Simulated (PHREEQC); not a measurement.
1 kg of water meets 20 L of dry gas (H2 0.33, N2 0.67 by moles) at fixed total pressure, at 60 °C; fugacities by Peng-Robinson. The gases take part in no redox reaction, some water evaporates into the gas, and hydrates or a liquid gas phase aren't modelled. No solid was allowed to form.

Model: ion-association model, phreeqc.dat, run in PHREEQC.

| P (atm) | dissolved H2 (mol/kgw) | φ of H2 | p of H2 (atm) | dissolved N2 (mol/kgw) | φ of N2 | p of N2 (atm) |
|---|---|---|---|---|---|---|
| 2 | 0.000432 | 1.001 | 0.595 | 0.000585 | 1.000 | 1.21 |
| 5 | 0.00115 | 1.002 | 1.58 | 0.00155 | 0.999 | 3.22 |
| 10 | 0.00233 | 1.004 | 3.23 | 0.00315 | 0.999 | 6.57 |
| 20 | 0.00468 | 1.007 | 6.53 | 0.00629 | 0.998 | 13.3 |
| 30 | 0.00700 | 1.011 | 9.83 | 0.00935 | 0.997 | 20.0 |
| 40 | 0.00929 | 1.015 | 13.1 | 0.0123 | 0.997 | 26.7 |
| 50 | 0.0115 | 1.018 | 16.4 | 0.0153 | 0.996 | 33.4 |
| 75 | 0.0170 | 1.028 | 24.7 | 0.0223 | 0.996 | 50.1 |
| 100 | 0.0224 | 1.038 | 32.9 | 0.0291 | 0.998 | 66.8 |
| 150 | 0.0325 | 1.059 | 49.4 | 0.0416 | 1.005 | 100 |
| 200 | 0.0420 | 1.081 | 65.9 | 0.0532 | 1.016 | 134 |
| 300 | 0.0593 | 1.128 | 98.8 | 0.0741 | 1.049 | 201 |
| 400 | 0.0746 | 1.179 | 132 | 0.0927 | 1.095 | 268 |

Complexes and solids missing from the database can't appear. Away from 25 °C the constants follow the database's enthalpies or fits; those with neither stay at their 25 °C values.
